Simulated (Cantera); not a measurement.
**Stirred combustor or abatement burner**

A perfectly stirred reactor is fed with CO : H2 : O2 : N2 = 1 : 0.22 : 1.2 : 3.14 (molar parts), equivalence ratio 0.51, at 1.00 bar; it is adiabatic with a 448 K inlet, and is followed from long to short residence time, starting on the burning branch (τ in s: 0.033, 0.017, 0.0089, 0.0046, 0.0024, 0.0012, 0.00064, 0.00033, 0.00017, 8.8e-05, 4.5e-05, 2.3e-05, 1.2e-05).

Model: GRI-Mech 3.0 (53 species, 325 reactions), integrated in Cantera.

```csv
τ (s),T (K),x CO,x H2,x O2,x HO2,x O,x H2O2,x OH
0.033,2126,0.00689,0.000280,0.120,2.40e-6,0.00183,5.15e-8,0.00365
0.017,2099,0.00962,0.000395,0.121,2.85e-6,0.00262,6.13e-8,0.00423
0.0089,2062,0.0133,0.000555,0.122,3.74e-6,0.00375,7.77e-8,0.00484
0.0046,2013,0.0181,0.000772,0.123,5.32e-6,0.00534,1.04e-7,0.00542
0.0024,1951,0.0238,0.00104,0.125,7.79e-6,0.00738,1.46e-7,0.00588
0.0012,1870,0.0310,0.00139,0.127,1.17e-5,0.0100,2.19e-7,0.00612
0.00064,1781,0.0389,0.00173,0.129,1.65e-5,0.0127,3.38e-7,0.00602
0.00033,1666,0.0503,0.00211,0.133,2.37e-5,0.0150,5.87e-7,0.00545
0.00017,1496,0.0724,0.00260,0.144,3.66e-5,0.0143,1.27e-6,0.00401
8.8e-5,448,0.180,0.0396,0.216,<1e-12,<1e-12,<1e-12,<1e-12
4.5e-5,448,0.180,0.0396,0.216,<1e-12,<1e-12,<1e-12,<1e-12
2.3e-5,448,0.180,0.0396,0.216,<1e-12,<1e-12,<1e-12,<1e-12
1.2e-5,448,0.180,0.0396,0.216,<1e-12,<1e-12,<1e-12,<1e-12
```
x: mole fraction; the columns are a selection and need not sum to one.
